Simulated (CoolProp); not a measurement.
The fluid at 482.36 K and 0.636 MPa expands adiabatically to 0.307 MPa with isentropic efficiency 1. The same conditions are run with several fluids, on thermodynamics alone (safety and materials aside).

The numbers come from the reference Helmholtz-energy equation of state of each fluid (cis-2-butene: Lemmon 2005; ammonia: Gao 2020; CF4 (R14): Platzer 1990; n-perfluoropentane: Gao 2022; R115: Lemmon 2016) in CoolProp. The equations of Platzer and Polt are older, rougher fits.

| fluid | work (kJ/kg) | final temperature (K) | final density (kg/m³) |
|---|---|---|---|
| cis-2-butene | 49.2 | 456.9 | 4.64 |
| ammonia | 158 | 414.4 | 1.53 |
| CF4 (R14) | 31.9 | 445.6 | 7.30 |
| n-perfluoropentane | 9.54 | 471.3 | 23.4 |
| R115 | 18.2 | 461.0 | 12.5 |
